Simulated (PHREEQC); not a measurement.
Consider water at 75 °C with 0.31 mol/kgw HCl, 0.12 mol/kgw Al2(SO4)3 and 0.00039 mol/kgw Na2SO4. Closed to the air; pH follows from the charge balance.

Equilibrium calculation in PHREEQC: ion-association model, phreeqc.dat.

This is a speciation only: nothing precipitates in the calculation.

Problem. Predict the pH.

Solution. pH 0.98.

Problem. In which forms is S present?

Solution. HSO4- 44 %, AlSO4+ 38 %, Al(SO4)2- 9.6 %, SO4-2 6.2 %, AlHSO4+2 1.5 % of the S.

Caution: at this ionic strength the ion-association model is outside its range; a Pitzer model would be the better tool where its parameters exist. At this temperature some constants are extrapolated from 25 °C, and those without enthalpy data are left unchanged.
